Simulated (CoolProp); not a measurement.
Vapour-liquid equilibrium of CHF3 (R23) (1) + CH2F2 (R32) (2) at 0.254 MPa; x and y are mole fractions of (1).

The numbers come from the multi-fluid Helmholtz-energy mixture model, Penoncello 2003 and Tillner-Roth 1997; pair parameters Bell 2016 in CoolProp.

```
x     bubble temperature (K)  y at the bubble point  dew temperature at overall composition x (K)  liquid density (mol/L)
----  ----------------------  ---------------------  --------------------------------------------  ----------------------
0.05                   238.3                  0.156                                         240.4                       ?
0.2                    230.6                  0.485                                         237.4                   21.89
0.35                       ?                      ?                                             ?                       ?
0.5                    219.7                  0.803                                             ?                   21.16
0.65                   215.8                      ?                                         225.6                   20.73
0.8                    212.5                  0.943                                         219.8                   20.28
0.95                   209.6                  0.987                                         212.0                       ?
```

Question: Complete the blanks.

Answer: 
- 0.05, liquid density (mol/L): 22.16
- 0.35, bubble temperature (K): 224.5
- 0.35, y at the bubble point: 0.680
- 0.35, dew temperature at overall composition x (K): 234.1
- 0.35, liquid density (mol/L): 21.55
- 0.5, dew temperature at overall composition x (K): 230.2
- 0.65, y at the bubble point: 0.885
- 0.95, liquid density (mol/L): 19.82

No azeotrope shows between x = 0.05 and 0.95.

Pair parameters are fitted to limited data, so mixtures are less certain than the pure fluids.
